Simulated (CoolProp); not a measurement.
A single-stage vapour-compression cycle with CH2F2 (R32): evaporating at 238.15 K (dew point), condensing at 301.15 K (bubble point), superheat 2 K, subcooling 2 K, compressor efficiency 0.7, no pressure losses. Each further row changes one setting.

Computed with CoolProp (reference Helmholtz-energy equation of state, Tillner-Roth 1997).

| case | cooling COP | pressure ratio | discharge temperature (K) | refrigerating effect (kJ/kg) | volumetric capacity (kJ/m³) |
|---|---|---|---|---|---|
| as stated | 1.95 | 8.26 | 402.5 | 259 | 1600 |
| evaporating temperature 243.15 K | 2.22 | 6.69 | 391.1 | 261 | 1970 |
| condensing temperature 296.15 K | 2.19 | 7.23 | 391.3 | 268 | 1660 |
| subcooling 7 K | 2.03 | 8.26 | 402.5 | 268 | 1660 |
| superheat 12 K | 1.92 | 8.26 | 417.0 | 268 | 1570 |
| compressor efficiency 0.6 | 1.68 | 8.26 | 422.3 | 259 | 1600 |
